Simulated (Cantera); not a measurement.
## Low-pressure radical oxidation in H2/O2

An isothermal, constant-pressure homogeneous reactor starts with 17.9 % H₂, 37.3 % O₂, 44.8 % N₂, at 1300 K and 0.00207 atm.

Model: the H2/O2 subset of GRI-Mech 3.0, which has no nitrogen chemistry, integrated in Cantera. Radical loss at walls, strong at low pressure, is not modelled. The temperature is held fixed by assumption; the heat of reaction is taken as removed at once.

```
t (s)         x H₂   x O₂     x H₂O       x H      x OH
--------  --------  -----  --------  --------  --------
3.00e-5      0.179  0.373  5.03e-12   1.61e-9  4.89e-11
9.10e-5      0.179  0.373  1.24e-10   4.73e-9  3.85e-10
0.000276     0.179  0.373   2.65e-9   1.47e-8   2.58e-9
0.000837     0.179  0.373   5.53e-8   7.40e-8   1.93e-8
0.00254      0.179  0.373   3.62e-6   2.65e-6   7.52e-7
0.00770      0.100  0.332    0.0552    0.0379   0.00908
0.0234      0.0121  0.278     0.127    0.0706   0.00967
0.0709      0.0119  0.279     0.130    0.0675   0.00960
0.215       0.0112  0.282     0.137    0.0587   0.00936
0.652      0.00898  0.290     0.154    0.0377   0.00849
1.98       0.00398  0.302     0.182   0.00967   0.00577
6.00      0.000569  0.310     0.194  0.000493   0.00221
```
x: mole fraction; the columns are a selection and need not sum to one.

Equilibrium at this temperature and pressure: H₂ 6.72e-7, O₂ 0.311, H₂O 0.197, H 1.99e-8, OH 7.61e-5 (gas phase only).
